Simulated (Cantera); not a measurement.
Charge: 1 mol Si, 0.0041 mol O2, 1.9 mol H2, held at 1400 Pa.

Cantera equilibrium calculation (NASA polynomials, part measured and part estimated; ideal gas, pure solids and liquids). Candidate condensed phases: H2O, Si, SiO2; 18 gas species. Mutual solubility and eutectic melting of coexisting phases are not modelled. The tables hold silica as quartz up to 1696 K and as liquid above; real silica turns to tridymite and cristobalite and melts near 1996 K. Gases not in the tables: Si2H6 and higher silanes. Rates play no part.

Task: Which condensed phases are stable at each of these points (T (°C)): 750, 850, 950, 1050, 1150, 1250, 1350, 1450, 1550, 1650, 1750?

Result: 
```
T (°C)        condensed phases  Si condensed (%)
------  ----------------------  ----------------
750     Si(s) + SiO2(β-quartz)             100.0
850     Si(s) + SiO2(β-quartz)             100.0
950     Si(s) + SiO2(β-quartz)             100.0
1050    Si(s) + SiO2(β-quartz)              99.8
1150                     Si(s)              99.2
1250                     Si(s)              99.2
1350                     Si(s)              99.2
1450                     Si(l)              99.2
1550                     Si(l)              99.1
1650                     Si(l)              98.9
1750                     Si(l)              98.3
```

From 750 °C to 1050 °C the condensed part is Si(s) + SiO2(β-quartz). From 1150 °C to 1350 °C the condensed part is Si(s). From 1450 °C to 1750 °C the condensed part is Si(l).
